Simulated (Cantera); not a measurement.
## Thermodynamics of chemical vapour transport, feed Fe3O4 + HCl + N2

Input: 1 mol Fe3O4, 1.2 mol HCl, 0.17 mol N2, at 2400 Pa.

These are equilibrium values from Cantera (NASA tables, ideal gas, pure condensed phases), not measurements of a reactor. Candidate condensed phases: Fe, FeCl2, FeCl3, FeO, Fe(OH)2, Fe(OH)3, Fe2O3, Fe3O4, H2O, NH4Cl; 37 gas species. Mutual solubility and eutectic melting of coexisting phases are not modelled. Condensed phases not in the tables: FeOCl. Kinetics and transport are ignored.

At 775 K the condensed part is FeCl2(s) + Fe2O3(s) + Fe3O4(s). From 825 K to 1175 K the condensed part is Fe2O3(s) + Fe3O4(s). The main Fe-bearing gas is FeCl2 throughout. The share of Fe in condensed phases is highest at 775 K (99.9 %) and lowest at 1175 K (97.1 %).

| T (K) | x HCl | x N2 | x H2O | x FeCl2 | x FeCl3 | x Fe2Cl4 | n FeCl2(s) | n Fe2O3(s) | n Fe3O4(s) |
|---|---|---|---|---|---|---|---|---|---|
| 775 | 0.819 | 0.130 | 0.0490 | 0.00156 | 0.000667 | 0.000101 | 0.0605 | 0.0624 | 0.937 |
| 825 | 0.841 | 0.125 | 0.0190 | 0.00906 | 0.00539 | 0.000878 | 0 | 0.0110 | 0.985 |
| 875 | 0.831 | 0.125 | 0.0240 | 0.0136 | 0.00612 | 0.000595 | 0 | 0.0160 | 0.980 |
| 925 | 0.820 | 0.125 | 0.0298 | 0.0190 | 0.00661 | 0.000401 | 0 | 0.0225 | 0.973 |
| 975 | 0.807 | 0.125 | 0.0363 | 0.0254 | 0.00690 | 0.000274 | 0 | 0.0306 | 0.965 |
| 1025 | 0.792 | 0.125 | 0.0434 | 0.0325 | 0.00702 | 0.000189 | 0 | 0.0398 | 0.955 |
| 1075 | 0.777 | 0.125 | 0.0511 | 0.0402 | 0.00701 | 0.000133 | 0 | 0.0499 | 0.945 |
| 1125 | 0.760 | 0.125 | 0.0592 | 0.0484 | 0.00690 | 9.54e-5 | 0 | 0.0604 | 0.934 |
| 1175 | 0.743 | 0.124 | 0.0677 | 0.0569 | 0.00672 | 6.91e-5 | 0 | 0.0707 | 0.924 |
x: gas mole fraction; n: condensed amount in mol.
